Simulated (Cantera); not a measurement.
**Si + HF + N2 (silicon etching in halogen gases)**

Feed: 1 mol Si, 2 mol HF, 15 mol N2, held at 0.00133 bar.

Cantera equilibrium calculation (NASA polynomials, part measured and part estimated; ideal gas, pure solids and liquids). Candidate condensed phases: Si, Si3N4; 37 gas species. N2 is the only nitrogen source here; it is nearly inert below about 1500 K, so the nitride shown seldom forms there in practice. The tables' values for SiF3, SiF2 are old estimates; treat these amounts as uncertain. Kinetics and transport are ignored.

```tsv
T (K)	log p N2	log p H2	log p SiF4	log p SiF3	n Si3N4(s)
875	-2.92	-4.08	-4.39	-9.19	0.167
925	-2.92	-4.08	-4.39	-8.59	0.167
975	-2.92	-4.08	-4.39	-8.05	0.167
1025	-2.92	-4.08	-4.39	-7.56	0.167
1075	-2.92	-4.09	-4.39	-7.13	0.167
1125	-2.92	-4.09	-4.39	-6.73	0.167
1175	-2.92	-4.09	-4.39	-6.36	0.167
1225	-2.92	-4.09	-4.40	-6.03	0.167
1275	-2.92	-4.09	-4.41	-5.73	0.166
```
log p: log10 of the partial pressure in bar; n: condensed amount in mol.

From 875 K to 1275 K the condensed part is Si3N4(s). The main Si-bearing gas is SiF4 throughout.
